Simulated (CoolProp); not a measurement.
Vapour-liquid equilibrium of n-heptane (1) + ethylbenzene (2) at 206.65 °C; x and y are mole fractions of (1).

Model: multi-fluid Helmholtz-energy mixture model, Span 2003 and Zhou 2012; pair parameters Bell 2016, in CoolProp.

```csv
x,"bubble pressure, mixture model (kPa)","bubble pressure, Raoult's law (kPa)","y, mixture model","y, Raoult's law"
0.05,528.6,520.3,___,0.105
0.15,601.1,581.0,0.280,0.283
0.25,___,641.8,___,0.427
0.35,731.2,702.5,0.517,0.547
0.45,791.0,763.3,0.608,0.647
0.55,___,824.0,0.689,0.732
0.65,904.8,884.8,0.763,0.806
0.75,960.0,945.5,0.833,0.870
0.85,1015,1006,0.900,0.927
0.95,1070,1067,0.967,0.977
```

### Question
Complete the blanks.

### Answer

- 0.05, y, mixture model: 0.109
- 0.25, bubble pressure, mixture model (kPa): 668.2
- 0.25, y, mixture model: 0.411
- 0.55, bubble pressure, mixture model (kPa): 848.7

The largest gap from Raoult's law is +4.1 % in bubble pressure, at x = 0.25. No azeotrope shows between x = 0.05 and 0.95.

Pair parameters are fitted to limited data, so mixtures are less certain than the pure fluids.
